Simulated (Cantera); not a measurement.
# Gas-phase reforming

A perfectly stirred reactor is fed with CH4 : CO2 = 1 : 2.5 (molar parts), at 760 Torr; it is held at 1550 K, and followed from long to short residence time.

Model: GRI-Mech 3.0 (53 species, 325 reactions), integrated in Cantera.

```tsv
τ (s)	x CH4	x CO2	x C2H	x H	x O2	x H2O2
13	0.0207	0.187	4.20e-9	1.16e-5	6.83e-12	<1e-12
2.7	0.0392	0.267	1.02e-8	8.69e-6	9.94e-12	<1e-12
0.56	0.0833	0.402	1.33e-8	5.55e-6	1.46e-11	<1e-12
0.12	0.173	0.581	7.30e-9	3.82e-6	8.38e-12	<1e-12
0.024	0.248	0.686	2.11e-9	2.01e-6	1.53e-12	<1e-12
0.0050	0.277	0.711	2.40e-10	5.74e-7	<1e-12	<1e-12
0.0010	0.285	0.714	7.52e-12	1.39e-7	<1e-12	<1e-12
0.00022	0.285	0.714	<1e-12	7.68e-8	<1e-12	<1e-12
```
x: mole fraction; the columns are a selection and need not sum to one.
